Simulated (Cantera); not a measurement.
SO2 + H2 + O2 + H2O (abatement and gas-phase synthesis)

A closed system holds: 1 mol SO2, 0.17 mol H2, 7.7 mol O2, 0.055 mol H2O, held at 0.100 bar.

These are equilibrium values from Cantera (NASA tables, ideal gas, pure condensed phases), not measurements of a reactor. Candidate condensed phases: H2O, H2SO4, S; 19 gas species. The numbers say what is thermodynamically allowed, not how fast it happens.

```json
[
 {"T (K)": "1025", "log p O2": "-1.07", "log p SO2": "-2.08", "log p SO3": "-2.49", "log p H2O": "-2.59", "log p OH": "-7.62", "log p O": "-10.01", "log p SO": "-12.88", "log p H": "<-13"},
 {"T (K)": "1100", "log p O2": "-1.07", "log p SO2": "-2.02", "log p SO3": "-2.75", "log p H2O": "-2.59", "log p OH": "-7.06", "log p O": "-9.14", "log p SO": "-11.76", "log p H": "<-13"},
 {"T (K)": "1175", "log p O2": "-1.07", "log p SO2": "-1.98", "log p SO3": "-3.02", "log p H2O": "-2.59", "log p OH": "-6.57", "log p O": "-8.37", "log p SO": "-10.81", "log p H": "-12.00"},
 {"T (K)": "1250", "log p O2": "-1.06", "log p SO2": "-1.97", "log p SO3": "-3.26", "log p H2O": "-2.59", "log p OH": "-6.13", "log p O": "-7.69", "log p SO": "-9.99", "log p H": "-11.08"},
 {"T (K)": "1325", "log p O2": "-1.06", "log p SO2": "-1.96", "log p SO3": "-3.48", "log p H2O": "-2.59", "log p OH": "-5.75", "log p O": "-7.09", "log p SO": "-9.27", "log p H": "-10.25"},
 {"T (K)": "1400", "log p O2": "-1.06", "log p SO2": "-1.95", "log p SO3": "-3.68", "log p H2O": "-2.59", "log p OH": "-5.41", "log p O": "-6.56", "log p SO": "-8.63", "log p H": "-9.52"},
 {"T (K)": "1475", "log p O2": "-1.06", "log p SO2": "-1.95", "log p SO3": "-3.86", "log p H2O": "-2.59", "log p OH": "-5.10", "log p O": "-6.07", "log p SO": "-8.05", "log p H": "-8.85"},
 {"T (K)": "1550", "log p O2": "-1.06", "log p SO2": "-1.95", "log p SO3": "-4.02", "log p H2O": "-2.60", "log p OH": "-4.82", "log p O": "-5.64", "log p SO": "-7.53", "log p H": "-8.25"},
 {"T (K)": "1625", "log p O2": "-1.06", "log p SO2": "-1.95", "log p SO3": "-4.16", "log p H2O": "-2.60", "log p OH": "-4.57", "log p O": "-5.24", "log p SO": "-7.06", "log p H": "-7.71"},
 {"T (K)": "1700", "log p O2": "-1.06", "log p SO2": "-1.95", "log p SO3": "-4.30", "log p H2O": "-2.60", "log p OH": "-4.34", "log p O": "-4.88", "log p SO": "-6.63", "log p H": "-7.21"},
 {"T (K)": "1775", "log p O2": "-1.07", "log p SO2": "-1.95", "log p SO3": "-4.42", "log p H2O": "-2.60", "log p OH": "-4.13", "log p O": "-4.55", "log p SO": "-6.24", "log p H": "-6.76"},
 {"T (K)": "1850", "log p O2": "-1.07", "log p SO2": "-1.95", "log p SO3": "-4.53", "log p H2O": "-2.60", "log p OH": "-3.93", "log p O": "-4.25", "log p SO": "-5.88", "log p H": "-6.34"},
 {"T (K)": "1925", "log p O2": "-1.07", "log p SO2": "-1.95", "log p SO3": "-4.64", "log p H2O": "-2.61", "log p OH": "-3.76", "log p O": "-3.97", "log p SO": "-5.55", "log p H": "-5.96"},
 {"T (K)": "2000", "log p O2": "-1.07", "log p SO2": "-1.95", "log p SO3": "-4.73", "log p H2O": "-2.62", "log p OH": "-3.60", "log p O": "-3.71", "log p SO": "-5.24", "log p H": "-5.60"}
]
```
log p: log10 of the partial pressure in bar; nothing condenses.

From 1025 K to 2000 K nothing is condensed.
